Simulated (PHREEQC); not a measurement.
Make-up at 20 °C: 0.028 mol BaBr2 and 0.04 mol NaF per kg of water. Closed to the air; pH follows from the charge balance.

The numbers come from PHREEQC with the ion-association model, wateq4f.dat.

This is a speciation only: nothing precipitates in the calculation.

Problem. Estimate the pH.

Solution. pH 7.84.

Problem. In which forms is F present?

Solution. F- 99 %, NaF 1.3 % of the F.

Saturation is exceeded, for instance for BaF2; the values hold only as long as no solid forms.
